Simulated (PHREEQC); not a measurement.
Make-up at 25 °C: 0.14 mol HNO3, 0.00057 mol AlCl3 and 0.00026 mol MgCl2 per kg of water. Closed to the air; pH follows from the charge balance.

Equilibrium calculation in PHREEQC: ion-association model, phreeqc.dat.

Precipitation was switched off in this run.

Problem. What pH does the model give?

Solution. pH 0.94.
